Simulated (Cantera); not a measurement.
Source: NASA polynomial tables (part measured, part estimated), evaluated in Cantera. Values are per mole of reaction as written; species without (g) are pure solids or liquids, kept so even where they would boil at 1 bar. TaC: taken at fixed stoichiometry.

Problem. Between 300 and 2198 K, where is each reaction favourable under standard conditions?
- CO2(g) + TaO2(g) + 8 N(g) → 4 N2O(g) + TaC
- CO2(g) + 2 N2(g) + Ta → 2 N2O(g) + TaC
- CO2(g) + Ta → C + TaO2(g)

Solution. 
- CO2(g) + TaO2(g) + 8 N(g) → 4 N2O(g) + TaC: ΔG° is -2765 kJ at 300 K and -1192 kJ at 2198 K; it stays negative (K > 1). ΔH° is -3009 kJ and ΔS° -827 J/K at 2198 K.
- CO2(g) + 2 N2(g) + Ta → 2 N2O(g) + TaC: ΔG° is 459 kJ at 300 K and 737 kJ at 2198 K; it stays positive (K < 1). ΔH° is 438 kJ and ΔS° -136 J/K at 2198 K.
- CO2(g) + Ta → C + TaO2(g): ΔG° is 183 kJ at 300 K and 141 kJ at 2198 K; it stays positive (K < 1). ΔH° is 180 kJ and ΔS° 18 J/K at 2198 K.
